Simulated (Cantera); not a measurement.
Standard-state values (1 bar) from the NASA 1993 polynomials, evaluated with Cantera. Values are per mole of reaction as written; species without (g) are pure solids or liquids, kept so even where they would boil at 1 bar.

PbS + 2 F2(g) → Pb + SF4(g)

```json
[
 {"T (K)": "300", "ΔH° (kJ)": "-664.9", "ΔS° (J/K)": "-132.5", "ΔG° (kJ)": "-625.1", "log10 K": "108.84", "condensed phases": "PbS(s), Pb(s)"},
 {"T (K)": "400", "ΔH° (kJ)": "-665.3", "ΔS° (J/K)": "-133.7", "ΔG° (kJ)": "-611.8", "log10 K": "79.89", "condensed phases": "PbS(s), Pb(s)"},
 {"T (K)": "475", "ΔH° (kJ)": "-665.2", "ΔS° (J/K)": "-133.6", "ΔG° (kJ)": "-601.7", "log10 K": "66.17", "condensed phases": "PbS(s), Pb(s)"},
 {"T (K)": "550", "ΔH° (kJ)": "-665.0", "ΔS° (J/K)": "-133.2", "ΔG° (kJ)": "-591.7", "log10 K": "56.20", "condensed phases": "PbS(s), Pb(s)"},
 {"T (K)": "625", "ΔH° (kJ)": "-659.9", "ΔS° (J/K)": "-124.7", "ΔG° (kJ)": "-582.0", "log10 K": "48.64", "condensed phases": "PbS(s), Pb(l)"},
 {"T (K)": "700", "ΔH° (kJ)": "___", "ΔS° (J/K)": "___", "ΔG° (kJ)": "___", "log10 K": "___", "condensed phases": "PbS(s), Pb(l)"},
 {"T (K)": "775", "ΔH° (kJ)": "___", "ΔS° (J/K)": "___", "ΔG° (kJ)": "___", "log10 K": "___", "condensed phases": "PbS(s), Pb(l)"},
 {"T (K)": "850", "ΔH° (kJ)": "-658.8", "ΔS° (J/K)": "-123.2", "ΔG° (kJ)": "-554.1", "log10 K": "34.05", "condensed phases": "PbS(s), Pb(l)"},
 {"T (K)": "925", "ΔH° (kJ)": "___", "ΔS° (J/K)": "___", "ΔG° (kJ)": "___", "log10 K": "___", "condensed phases": "PbS(s), Pb(l)"},
 {"T (K)": "1000", "ΔH° (kJ)": "-658.2", "ΔS° (J/K)": "-122.6", "ΔG° (kJ)": "-535.7", "log10 K": "27.98", "condensed phases": "PbS(s), Pb(l)"},
 {"T (K)": "1075", "ΔH° (kJ)": "-658.1", "ΔS° (J/K)": "-122.4", "ΔG° (kJ)": "-526.5", "log10 K": "25.58", "condensed phases": "PbS(s), Pb(l)"}
]
```

Problem. Fill in the missing entries.

Solution. 
- 700, ΔH° (kJ): -659.5
- 700, ΔS° (J/K): -124.1
- 700, ΔG° (kJ): -572.6
- 700, log10 K: 42.73
- 775, ΔH° (kJ): -659.1
- 775, ΔS° (J/K): -123.6
- 775, ΔG° (kJ): -563.3
- 775, log10 K: 37.97
- 925, ΔH° (kJ): -658.5
- 925, ΔS° (J/K): -122.9
- 925, ΔG° (kJ): -544.9
- 925, log10 K: 30.77
